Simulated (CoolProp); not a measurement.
Vapour-liquid equilibrium of R22 (1) + R115 (2) at 230.4 K; x and y are mole fractions of (1).

Computed with CoolProp (multi-fluid Helmholtz-energy mixture model, Kamei 1995 and Lemmon 2016; pair parameters Bell 2016).

**Question.** Give the bubble pressure and the first vapour's composition at x = 0.5, 0.8, 0.95. Is there an azeotrope?

**Answer.** x = 0.5: 112.9 kPa, y = 0.485; x = 0.8: 105.3 kPa, y = 0.716; x = 0.95: 96.11 kPa, y = 0.915. y crosses x between x = 0.35 and 0.5: the model has an azeotrope there.

The pair parameters rest on a limited set of measurements; away from them the model extrapolates.
